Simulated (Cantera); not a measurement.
## Transport properties of process gases

Gas mixture: 100 % CH₃OH, at 1000000 Pa, frozen composition.

Cantera's kinetic-theory transport with the Lennard-Jones parameters of GRI-Mech 3.0, ideal gas; thermal conductivity in the mixture-averaged form. Polar gases are described roughly by these parameters. The composition is frozen, though it would react at the higher temperatures.

```tsv
T (K)	ρ (kg/m³)	cp (J/kg/K)	μ (µPa s)	λ (mW/m/K)	Pr	D (cm²/s) H₂O	D (cm²/s) OH	D (cm²/s) CH₄
400	9.63	1604	13.1	28.2	0.745	0.0276	0.0416	0.0286
600	6.42	2101	19.7	55.5	0.746	0.0622	0.0864	0.0607
800	4.82	2491	25.8	85.9	0.747	0.109	0.143	0.102
1000	3.85	2798	31.3	117	0.751	0.165	0.209	0.150
1200	3.21	3031	36.4	147	0.752	0.231	0.285	0.206
1400	2.75	3214	41.1	176	0.751	0.305	0.370	0.267
1600	2.41	3357	45.4	203	0.750	0.387	0.463	0.335
```
D: mixture-averaged diffusion coefficient of that species in the mixture.
